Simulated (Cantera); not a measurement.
Standard-state values (1 bar) from the NASA 1993 polynomials, evaluated with Cantera. Values are per mole of reaction as written; species without (g) are pure solids or liquids, kept so even where they would boil at 1 bar. The tables' values for BOCl are old estimates.

2 H₂O(g) + 3 Cl₂(g) + 2 B ⇌ 2 BOCl(g) + 4 HCl(g), with ΔH° = -518.2 kJ and ΔS° = 164.0 J/K at 300 K.

Task: How far is the shortcut ΔG° ≈ ΔH°(300 K) − T·ΔS°(300 K) from the full temperature-dependent value at 523, 723, 923, 1123, 1323, 1523, 1723 K?

Result: 
| T (K) | shortcut (kJ) | full (kJ) | difference (kJ) | difference in log10 K |
|---|---|---|---|---|
| 523 | -603.9 | -604.6 | 0.7 | -0.07 |
| 723 | -636.7 | -638.4 | 1.7 | -0.12 |
| 923 | -669.5 | -672.2 | 2.7 | -0.15 |
| 1123 | -702.3 | -705.8 | 3.5 | -0.16 |
| 1323 | -735.1 | -739.4 | 4.2 | -0.17 |
| 1523 | -767.9 | -772.7 | 4.8 | -0.16 |
| 1723 | -800.7 | -805.9 | 5.2 | -0.16 |
The shortcut ignores the heat-capacity change of the reaction.
